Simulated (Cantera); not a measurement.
Charge: 1 mol Al2O3, 0.18 mol I2, 0.17 mol N2, held at 1298.15 K and 1.10 bar.

Method: chemical equilibrium by Gibbs-energy minimisation in Cantera with the NASA 1993 tables (ideal gas, pure condensed phases). Candidate condensed phases: Al, AlI3, AlN, Al2O3, I2; 21 gas species. Rates play no part.

Base state: N2 0.424, I2 0.323, I 0.253 (mole fractions); condensed: Al2O3(s).

Q: What changes in the equilibrium state with this change: temperature from 1298.15 K to 798.15 K?

A: 
```csv
species,before,after
I2,0.323,0.512
N2,0.424,0.485
I,0.253,0.00367
"Al2O3(s), mol",1.00,1.00
```
